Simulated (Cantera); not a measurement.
Cantera run, input and output.

```python
import numpy as np
import cantera as ct

gas = ct.Solution("h2o2.yaml")
gas.TPX = 575, 13000, {'H2': 1, 'O2': 0.294, 'N2': 1.29}
flame = ct.FreeFlame(gas, width=0.17)
flame.set_refine_criteria(ratio=3, slope=0.08, curve=0.16)
flame.transport_model = "mixture-averaged"
flame.solve(loglevel=0, auto=True)
z, T = flame.grid, flame.T
thick = (T[-1] - T[0]) / np.gradient(T, z).max()
show = ['H2', 'O2', 'OH', 'H2O2', 'HO2', 'H']
print(f"laminar burning velocity  {flame.velocity[0] * 100:.3f} cm/s")
print(f"burnt temperature         {T[-1]:.1f} K")
print(f"thermal thickness         {thick * 1e3:.4f} mm")
print(f"grid points               {len(z)}")
z0 = z[flame.heat_release_rate.argmax()]
print(f"{'z/mm':>9s}{'T/K':>9s}{'u/(m/s)':>9s}" + "".join(f"{s:>11s}" for s in show))
rows = []
for k in (-3, -2, -1.5, -1, -0.5, -0.25, 0, 0.25, 0.5, 1, 2, 4, 8):
    zz = z0 + k * thick
    rows.append([k * thick, np.interp(zz, z, T), np.interp(zz, z, flame.velocity),
                 *(np.interp(zz, z, flame.X[gas.species_index(s)]) for s in show)])
    print(f"{rows[-1][0] * 1e3:9.3f}{rows[-1][1]:9.1f}{rows[-1][2]:9.3f}" + "".join(f"{x:11.3e}" for x in rows[-1][3:]))
```

Result:

```
laminar burning velocity  577.310 cm/s
burnt temperature         2240.6 K
thermal thickness         6.4644 mm
grid points               138
     z/mm      T/K  u/(m/s)         H2         O2         OH       H2O2        HO2          H
  -19.393    575.0    5.773  3.870e-01  1.138e-01  2.971e-18  1.522e-16  1.599e-13  5.439e-15
  -12.929    575.0    5.773  3.870e-01  1.138e-01  4.094e-15  6.384e-16  6.211e-11  8.580e-12
   -9.697    575.0    5.773  3.870e-01  1.138e-01  3.527e-13  4.308e-14  2.819e-09  8.315e-10
   -6.464    575.0    5.773  3.870e-01  1.138e-01  4.404e-10  1.221e-10  5.339e-07  3.375e-07
   -3.232    586.2    5.877  3.852e-01  1.136e-01  3.137e-05  5.184e-07  4.370e-05  5.087e-04
   -1.616    717.3    7.117  3.609e-01  1.093e-01  2.563e-04  4.800e-07  2.753e-05  1.154e-02
    0.000   1088.1   10.526  2.226e-01  6.227e-02  2.080e-03  2.842e-07  1.021e-05  8.096e-02
    1.616   1329.3   12.728  1.253e-01  9.055e-03  3.922e-03  2.492e-07  1.437e-06  1.208e-01
    3.232   1421.5   13.528  1.212e-01  3.948e-03  4.671e-03  2.274e-07  5.720e-07  1.156e-01
    6.464   1529.9   14.449  1.284e-01  3.119e-03  5.642e-03  1.921e-07  3.984e-07  1.017e-01
   12.929   1654.8   15.484  1.372e-01  2.498e-03  6.514e-03  1.289e-07  2.848e-07  8.511e-02
   25.858   1786.0   16.542  1.457e-01  1.797e-03  6.952e-03  7.221e-08  1.911e-07  6.785e-02
   51.715   1912.7   17.536  1.536e-01  1.144e-03  6.722e-03  3.741e-08  1.223e-07  5.134e-02
```

Detailed kinetics in Cantera: the H2/O2 subset of GRI-Mech 3.0, which has no nitrogen chemistry. Burning velocities carry a grid error of a few per cent, more on coarse grids.
